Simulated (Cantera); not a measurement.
Input (Python, Cantera) and output of one run.

```python
import numpy as np
import cantera as ct

gas_names = """
    C CH CH2 CH3 CH4 C2 C2H C2H2,acetylene C2H2,vinylidene C2H3,vinyl C2H4 C2H5 C2H6 C3 C3H3,propargyl
    C3H4,allene C3H4,propyne C3H4,cyclo- C3H5,allyl C3H6,propylene C3H6,cyclo- C3H7,n-propyl
    C3H7,i-propyl C3H8 C4 C4H2 C4H4,1,3-cyclo- C4H6,butadiene C4H6,2-butyne C4H6,cyclo- C4H8,1-butene
    C4H8,cis2-buten C4H8,tr2-butene C4H8,isobutene C4H8,cyclo- C4H9,n-butyl C4H9,i-butyl C4H9,s-butyl
    C4H9,t-butyl C4H10,isobutane C4H10,n-butane C5 C5H6,1,3cyclo- C5H8,cyclo- C5H10,1-pentene
    C5H10,cyclo- C5H11,pentyl C5H11,t-pentyl C5H12,n-pentane C5H12,i-pentane CH3C(CH3)2CH3 C6H2
    C6H5,phenyl C6H6 C6H10,cyclo- C6H12,1-hexene C6H12,cyclo- C6H13,n-hexyl C7H7,benzyl C7H8
    C7H14,1-heptene C7H15,n-heptyl C7H16,n-heptane C8H8,styrene C8H10,ethylbenz C8H16,1-octene
    C8H17,n-octyl C8H18,isooctane C8H18,n-octane C9H19,n-nonyl C10H8,naphthale C10H21,n-decyl
    C12H9,o-bipheny C12H10,bipheny H H2 Si SiC SiC2 SiC4H12 SiH SiH2 SiH3 SiH4 Si2 Si2C Si3
""".split()
cond_names = """
    C(gr) C6H6(L) C7H8(L) C8H18(L),n-octa Si(cr) Si(L) SiC(b)
""".split()


def load(file, names, dense=False):
    # The tables refer to 1 bar. Condensed volumes are neglected.
    table = {s.name: s for s in ct.Species.list_from_file(file)}
    out = []
    for n in names:
        d = dict(table[n].input_data)
        d["thermo"] = dict(d["thermo"], **{"reference-pressure": 1e5})
        if dense:
            d["equation-of-state"] = {"model": "constant-volume", "density": "1e6 g/cm^3"}
        out.append(ct.Species.from_dict(d))
    return out


gas = ct.Solution(thermo="ideal-gas", species=load("nasa_gas.yaml", gas_names))
cond = {s.name: ct.Solution(thermo="fixed-stoichiometry", species=[s], name=s.name)
        for s in load("nasa_condensed.yaml", cond_names, dense=True)}
atoms = {
    'Si(CH3)4': {'Si': 1, 'C': 4, 'H': 12},
    'CH4': {'C': 1, 'H': 4},
    'H2': {'H': 2},
    'C2H4': {'C': 2, 'H': 4},
}
top_T = {'C(gr)': 4500, 'SiC(b)': 3050}  # K; cautious upper limits of use, not melting points


def equilibrate(T, P, feed):
    n = {}
    for name, mol in feed.items():
        for a, k in atoms[name].items():
            n[a] = n.get(a, 0.0) + k * mol
    gas.TPX = T, P, n
    mass = sum(n.values()) * gas.mean_molecular_weight
    gas.equilibrate("TP")
    valid = [c for c in cond.values() if c.min_temp <= T <= top_T.get(c.name, c.max_temp)]
    mix = ct.Mixture([(gas, mass / gas.mean_molecular_weight)] + [(c, 0.0) for c in valid])
    mix.T, mix.P = T, P
    mix.equilibrate("TP", solver="vcs", rtol=1e-11, max_steps=5000)
    return mix


results = []
feed = {'Si(CH3)4': 1, 'CH4': 0.53, 'H2': 78, 'C2H4': 0.77}  # mol
T = 2000  # K
for P in [100, 320, 1000, 3200, 10000, 32000, 100000]:
    mix = equilibrate(T, P, feed)
    results.append((T, P, feed, dict(zip(mix.species_names, mix.species_moles))))

top = {s: max(r[3][s] / sum(r[3][g] for g in gas_names) for r in results) for s in gas_names}
cols = sorted((s for s in top if top[s] > 1e-05), key=lambda s: -top[s])[:9]
seen = [c for c in cond_names if any(r[3].get(c, 0) > 1e-12 for r in results)]
print("log10 of partial pressures in bar; condensed amounts in mol")
print(f"{'P/Pa':>10s}" + "".join(f"{s[:9]:>10s}" for s in cols + seen))
for T, P, feed, n in results:
    ng = sum(n[g] for g in gas_names)
    print(f"{P:10.4g}" + "".join(f"{np.log10(max(n[s] / ng * P / 1e5, 1e-99)):10.3f}" for s in cols)
          + "".join(f"{n.get(c, 0):10.4g}" for c in seen))
```

Output:

```
log10 of partial pressures in bar; condensed amounts in mol
      P/Pa        H2         H        Si C2H2,acet       CH4      SiC2      Si2C       SiH       CH3     C(gr)    SiC(b)
       100    -3.024    -4.301    -5.622    -6.138    -9.420    -7.005    -7.184    -7.302    -9.400     5.155    0.7617
       320    -2.508    -4.043    -5.622    -5.623    -8.388    -7.005    -7.184    -7.045    -8.627     5.006     0.925
      1000    -2.008    -3.793    -5.622    -5.122    -7.387    -7.005    -7.184    -6.794    -7.876      4.96    0.9752
      3200    -1.499    -3.538    -5.622    -4.614    -6.371    -7.005    -7.184    -6.540    -7.113     4.944    0.9916
     1e+04    -1.003    -3.290    -5.622    -4.117    -5.377    -7.005    -7.184    -6.292    -6.368     4.936    0.9968
   3.2e+04    -0.497    -3.037    -5.622    -3.611    -4.365    -7.005    -7.184    -6.039    -5.609     4.926    0.9985
     1e+05    -0.001    -2.789    -5.622    -3.116    -3.375    -7.005    -7.184    -5.791    -4.866     4.899    0.9991
```

Cantera equilibrium calculation (NASA polynomials, part measured and part estimated; ideal gas, pure solids and liquids).
